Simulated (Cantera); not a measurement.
Input (Python, Cantera) and output of one run.

```python
import numpy as np
import cantera as ct

gas_names = [...]  # 123 gases of nasa_gas.yaml made of C, H, O, Si
cond_names = """
    C(gr) C6H6(L) C7H8(L) C8H18(L),n-octa H2O(s) H2O(L) Si(cr) Si(L) SiC(b) SiO2(Lqz) SiO2(hqz) SiO2(L)
""".split()


# ... load() reads the species with a 1 bar reference pressure and builds the phases ...
atoms = {
    'SiC': {'Si': 1, 'C': 1},
    'CO2': {'C': 1, 'O': 2},
    'H2': {'H': 2},
}
top_T = {'C(gr)': 4500, 'SiC(b)': 3050}  # K; cautious upper limits of use, not melting points


# ... equilibrate(T, P, feed) seeds the gas with the atoms and calls Mixture.equilibrate('TP', solver="vcs", rtol=1e-11, max_steps=5000) ...
results = []
T = 1448  # K
P = 3.4  # Pa
for m in [0.13, 0.36, 0.59, 0.82, 1, 1.3, 1.5, 1.7]:
    feed = {'SiC': 1, 'CO2': m, 'H2': 2.6}  # mol
    mix = equilibrate(T, P, feed)
    results.append((T, P, feed, dict(zip(mix.species_names, mix.species_moles))))
    x = sorted(zip(gas.X, gas.species_names), reverse=True)
    print(f"T = {T:g} K  P = {P:g} Pa  n(CO2) = {m:g} mol  gas = {mix.phase_moles(0):.4g} mol")
    print("   x: " + "  ".join(f"{s} {v:.3e}" for v, s in x if v > 1e-05))
    print("   condensed (mol): " + ("  ".join(f"{mix.phase(i).name} {mix.phase_moles(i):.4g}"
          for i in range(1, mix.n_phases) if mix.phase_moles(i) > 1e-12) or "none"))
```

Result:

```
T = 1448 K  P = 3.4 Pa  n(CO2) = 0.13 mol  gas = 2.862 mol
   x: H2 9.076e-01  CO 6.813e-02  SiO 2.271e-02  H 1.506e-03
   condensed (mol): SiC(b) 0.935
T = 1448 K  P = 3.4 Pa  n(CO2) = 0.36 mol  gas = 3.322 mol
   x: H2 7.819e-01  CO 1.625e-01  SiO 5.417e-02  H 1.398e-03
   condensed (mol): SiC(b) 0.82
T = 1448 K  P = 3.4 Pa  n(CO2) = 0.59 mol  gas = 3.783 mol
   x: H2 6.867e-01  CO 2.340e-01  SiO 7.799e-02  H 1.310e-03
   condensed (mol): SiC(b) 0.705
T = 1448 K  P = 3.4 Pa  n(CO2) = 0.82 mol  gas = 4.243 mol
   x: H2 6.122e-01  CO 2.899e-01  SiO 9.663e-02  H 1.237e-03
   condensed (mol): SiC(b) 0.59
T = 1448 K  P = 3.4 Pa  n(CO2) = 1 mol  gas = 4.603 mol
   x: H2 5.643e-01  CO 3.259e-01  SiO 1.086e-01  H 1.187e-03
   condensed (mol): SiC(b) 0.5
T = 1448 K  P = 3.4 Pa  n(CO2) = 1.3 mol  gas = 5.203 mol
   x: H2 4.992e-01  CO 3.748e-01  SiO 1.249e-01  H 1.117e-03
   condensed (mol): SiC(b) 0.35
T = 1448 K  P = 3.4 Pa  n(CO2) = 1.5 mol  gas = 5.603 mol
   x: H2 4.635e-01  CO 4.016e-01  SiO 1.339e-01  H 1.076e-03
   condensed (mol): SiC(b) 0.25
T = 1448 K  P = 3.4 Pa  n(CO2) = 1.7 mol  gas = 6.003 mol
   x: H2 4.326e-01  CO 4.248e-01  SiO 1.416e-01  H 1.040e-03
   condensed (mol): SiC(b) 0.15
```

These are equilibrium values from Cantera (NASA tables, ideal gas, pure condensed phases), not measurements of a reactor.
